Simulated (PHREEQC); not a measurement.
1 kg of water holding 9.1e-05 mol/kgw CaSO4, 0.1 mol/kgw KCl, 0.016 mol/kgw NaCl and 0.0071 mol/kgw MgBr2 is evaporated at 15 °C; the solids stay in contact with the brine. The system is closed to CO2. Only these solids could form: Arcanite, Bischofite, Bloedite, Brucite, Carnallite, Epsomite, Glaserite, Glauberite, Gypsum, Anhydrite, Halite, Hexahydrite, Kainite, Kieserite, Leonite, Mirabilite, Misenite, Polyhalite, Portlandite, Schoenite, Sylvite, Syngenite, Thenardite, MgCl2_4H2O.

Model: Pitzer model, pitzer.dat, run in PHREEQC.

```tsv
water left (kg)	ionic strength	water activity	Sylvite (mol)	Br in solution (mol/kgw)	Mg in solution (mol/kgw)
1	0.138	0.996	0	0.0142	0.00710
0.6755	0.204	0.994	0	0.0210	0.0105
0.375	0.367	0.989	0	0.0379	0.0189
0.2533	0.543	0.984	0	0.0561	0.0280
0.1407	0.979	0.971	0	0.101	0.0505
0.09502	1.45	0.957	0	0.149	0.0747
0.05275	2.61	0.922	0	0.269	0.135
0.03564	3.86	0.881	0	0.398	0.199
0.01979	5.52	0.825	0.0285	0.718	0.359
0.01337	6.08	0.804	0.0564	1.06	0.531
0.007426	7.51	0.742	0.0819	1.91	0.956
0.005012	9.17	0.658	0.0917	2.83	1.42
```

Sylvite from water left = 0.02407 kg.
